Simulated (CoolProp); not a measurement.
Properties of nitrogen at several states (Tc = -147.0 °C, pc = 33.96 bar, ω = 0.037).

Model: reference Helmholtz-energy equation of state, Span 2000, in CoolProp.

| T (°C) | p (bar) | phase | density (kg/m³) | speed of sound (m/s) |
|---|---|---|---|---|
| 296.75 | 49 | supercritical | 28.36 | ___ |
| 70.95 | 0.172 | gas | 0.1684 | ___ |
| -143.55 | 174 | supercritical | ___ | ___ |
| 28.55 | 0.902 | gas | 1.007 | ___ |
| 659.55 | 0.663 | gas | 0.2394 | ___ |

Task: Some entries are withheld; supply them.

Result: 
- 296.75, speed of sound (m/s): 497.3
- 70.95, speed of sound (m/s): 378.0
- -143.55, density (kg/m³): 634.1
- -143.55, speed of sound (m/s): 602.3
- 28.55, speed of sound (m/s): 354.1
- 659.55, speed of sound (m/s): 610.7
